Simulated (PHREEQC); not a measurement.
0.05 mol of Fluorite (CaF2) is brought to equilibrium with 1 kg of water holding 0.1 mol NaCl, at 20 °C, the pH being set by adding NaOH or HCl. Oxygen alone is held at its pressure in air (log pO2 = -0.68). The system is closed to CO2. The run lets Fluorite precipitate or redissolve, and no other solid.

Base run: PHREEQC, ion-association model, wateq4f.dat. Each further column changes one thing. The table gives dissolved Ca (mol/kgw).

```csv
pH,base,temperature from 20 to 35 °C
3,0.000468,0.000592
3.75,0.000329,0.000390
4.5,0.000301,0.000349
5.25,0.000296,0.000341
6,0.000295,0.000340
6.75,0.000295,0.000339
7.5,0.000295,0.000339
8.25,0.000295,0.000339
9,0.000295,0.000339
9.75,0.000295,0.000340
10.5,0.000295,0.000340
11.25,0.000297,0.000344
12,0.000307,0.000364
```
